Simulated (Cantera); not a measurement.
A closed system holds: 1 mol trisilylamine, 1.7 mol NH3, at 1.00 bar.

Equilibrium computed with Cantera from the NASA thermochemical tables; the gas is ideal and each condensed phase is pure. Candidate condensed phases: Si, Si3N4; 18 gas species. The feed counts by its element totals alone. Mutual solubility and eutectic melting of coexisting phases are not modelled. Gases not in the tables: Si2H6 and higher silanes. Kinetics and transport are ignored.

x: gas mole fraction; n: condensed amount in mol.

```json
[
 {"T (K)": "1350", "x H2": "1.000", "x N2": "1.77e-6", "x H": "2.38e-6", "x SiH2": "1.75e-7", "x NH3": "1.36e-7", "n Si(s)": "0.975", "n Si3N4(s)": "0.675", "n Si(l)": "0"},
 {"T (K)": "1400", "x H2": "1.000", "x N2": "___", "x H": "___", "x SiH2": "___", "x NH3": "___", "n Si(s)": "0.975", "n Si3N4(s)": "0.675", "n Si(l)": "0"},
 {"T (K)": "1450", "x H2": "1.000", "x N2": "1.71e-5", "x H": "9.46e-6", "x SiH2": "7.69e-7", "x NH3": "2.99e-7", "n Si(s)": "0.975", "n Si3N4(s)": "0.675", "n Si(l)": "0"},
 {"T (K)": "1500", "x H2": "1.000", "x N2": "4.74e-5", "x H": "1.76e-5", "x SiH2": "1.50e-6", "x NH3": "4.26e-7", "n Si(s)": "0.975", "n Si3N4(s)": "0.675", "n Si(l)": "0"},
 {"T (K)": "1550", "x H2": "1.000", "x N2": "0.000123", "x H": "3.15e-5", "x SiH2": "2.79e-6", "x NH3": "5.93e-7", "n Si(s)": "0.976", "n Si3N4(s)": "0.675", "n Si(l)": "0"},
 {"T (K)": "1600", "x H2": "1.000", "x N2": "0.000299", "x H": "5.44e-5", "x SiH2": "5.00e-6", "x NH3": "8.07e-7", "n Si(s)": "0.978", "n Si3N4(s)": "0.674", "n Si(l)": "0"},
 {"T (K)": "1650", "x H2": "0.999", "x N2": "___", "x H": "___", "x SiH2": "___", "x NH3": "___", "n Si(s)": "0.982", "n Si3N4(s)": "0.673", "n Si(l)": "0"},
 {"T (K)": "1700", "x H2": "0.998", "x N2": "0.00156", "x H": "0.000147", "x SiH2": "1.42e-5", "x NH3": "1.43e-6", "n Si(s)": "0", "n Si3N4(s)": "0.669", "n Si(l)": "0.991"},
 {"T (K)": "1750", "x H2": "0.996", "x N2": "0.00380", "x H": "0.000232", "x SiH2": "2.07e-5", "x NH3": "1.99e-6", "n Si(s)": "0", "n Si3N4(s)": "0.662", "n Si(l)": "1.02"}
]
```

**Question.** Complete the blanks.

**Answer.** 
- 1650, x N2: 0.000690
- 1650, x H: 9.08e-5
- 1650, x SiH2: 8.65e-6
- 1650, x NH3: 1.08e-6
- 1400, x N2: 5.74e-6
- 1400, x H: 4.86e-6
- 1400, x SiH2: 3.77e-7
- 1400, x NH3: 2.05e-7
